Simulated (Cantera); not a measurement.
Mixture: C₃H₈ : O₂ : N₂ = 1 : 3.12 : 11.8 (molar parts), at 1.38 atm, adiabatic and at constant volume. Ignition delay is the time to a rise of 400 K.

Detailed kinetics in Cantera: GRI-Mech 3.0 (53 species, 325 reactions). GRI-Mech 3.0 was tuned for natural gas; its chemistry of propane as a main component is partial and can be far from experiment.

Question: What does this change do: N2 11.8 to 26 parts?

Answer: 
```
quantity                                                before       after
--------------------------------------------------  ----------  ----------
delay at 1200 K                                        5.05 ms     8.50 ms
delay at 1300 K                                       0.793 ms     1.36 ms
delay at 1400 K                                       0.183 ms    0.316 ms
delay at 1500 K                                        59.5 µs    0.103 ms
delay at 1600 K                                        25.7 µs     44.1 µs
apparent activation energy between 1500 and 1600 K  170 kJ/mol  170 kJ/mol
```
